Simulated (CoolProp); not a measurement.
Saturation properties of octamethyltrisiloxane (MDM) (Tc = 565.4 K, pc = 1.438 MPa, ω = 0.528).

Model: reference Helmholtz-energy equation of state, Thol 2017, in CoolProp.

```csv
T (K),p (MPa),liquid density (kg/m³),vapour density (kg/m³),surface tension (mN/m)
344.2,0.006141,…,0.5123,12.6
354.1,0.009452,757.5,0.7693,11.7
364.1,0.01417,746.7,1.127,…
374,0.02058,735.8,1.603,…
384,0.02927,…,2.236,9.37
393.9,0.04054,713.3,3.045,8.63
403.9,0.05519,701.6,4.083,7.89
413.8,…,689.8,5.372,…
423.7,0.09631,677.6,6.966,…
433.7,0.1245,664.9,8.940,…
443.6,0.1584,651.9,11.32,5.20
453.6,0.1993,638.2,14.22,4.58
```

**Question.** What belongs in the gaps?

**Answer.** 
- 344.2, liquid density (kg/m³): 768.0
- 364.1, surface tension (mN/m): 10.9
- 374, surface tension (mN/m): 10.1
- 384, liquid density (kg/m³): 724.6
- 413.8, p (MPa): 0.07352
- 413.8, surface tension (mN/m): 7.19
- 423.7, surface tension (mN/m): 6.51
- 433.7, surface tension (mN/m): 5.84

It boils at 425.6 K under 1 atm.

Surface tension comes from a separate correlation (Mulero 2014), older than this fluid's equation and unchecked against measurements.
